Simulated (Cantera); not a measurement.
A closed system holds: 1 mol Pb, 0.012 mol O₂, 0.26 mol N₂, at 2.10 bar.

These are equilibrium values from Cantera (NASA tables, ideal gas, pure condensed phases), not measurements of a reactor. Candidate condensed phases: Pb, PbO, PbO₂, Pb₃O₄; 12 gas species. Each liquid is taken as pure. Mutual solubility and eutectic melting of coexisting phases are not modelled. Gases not in the tables: (PbO)n polymers. Kinetics and transport are ignored.

x: gas mole fraction; n: condensed amount in mol.

| T (K) | x N₂ | x Pb | x PbO | x NO | x Pb₂ | x O₂ | n Pb(l) | n PbO(red) | n PbO(yellow) | n PbO(l) |
|---|---|---|---|---|---|---|---|---|---|---|
| 673 | 1.00 | 1.46e-10 | <1e-12 | <1e-12 | <1e-12 | <1e-12 | 0.976 | 0.0240 | 0 | 0 |
| 773 | 1.00 | 1.10e-8 | ___ | <1e-12 | <1e-12 | <1e-12 | 0.976 | 0 | 0.0240 | 0 |
| 873 | 1.00 | 3.03e-7 | ___ | <1e-12 | <1e-12 | <1e-12 | 0.976 | 0 | 0.0240 | 0 |
| 973 | 1.000 | 4.17e-6 | ___ | 1.12e-11 | 8.66e-12 | <1e-12 | 0.976 | 0 | 0.0240 | 0 |
| 1073 | 1.000 | 3.48e-5 | ___ | 3.94e-10 | 3.02e-10 | 5.89e-12 | 0.976 | 0 | 0.0240 | 0 |
| 1173 | 1.000 | 0.000201 | ___ | 7.24e-9 | 5.65e-9 | 3.46e-10 | 0.976 | 0 | 0 | 0.0240 |
| 1273 | 0.999 | 0.000874 | ___ | 6.94e-8 | 6.56e-8 | 7.30e-9 | 0.976 | 0 | 0 | 0.0240 |

### Question
Fill in the missing entries.

### Answer

- 773, x PbO: 7.64e-12
- 873, x PbO: 1.12e-9
- 973, x PbO: 5.76e-8
- 1073, x PbO: 1.39e-6
- 1173, x PbO: 1.84e-5
- 1273, x PbO: 0.000133
